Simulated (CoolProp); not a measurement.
The fluid at 342.77 K and 0.666 MPa (gas) is heated at constant pressure to 366.2 K. The same conditions are run with several fluids, on thermodynamics alone (safety and materials aside).

Values from CoolProp's reference Helmholtz-energy equation of state of each fluid (nitrous oxide: Lemmon 2006; R507A: Lemmon 2003; nitrogen: Span 2000; hydrogen chloride: Thol 2018; chloromethane (R40): Thol 2014). Blends and air are pseudo-pure fits.

Problem. Rank nitrous oxide, R507A, nitrogen, hydrogen chloride, chloromethane (R40) by heat (kJ/kg), highest first.

Solution. nitrogen (24.6), R507A (23.5), chloromethane (R40) (23.3), nitrous oxide (22.4), hydrogen chloride (19.6)

```
fluid                final density (kg/m³)
-------------------  ---------------------
nitrous oxide                         9.81
R507A                                 22.9
nitrogen                              6.12
hydrogen chloride                     8.15
chloromethane (R40)                   11.7
```
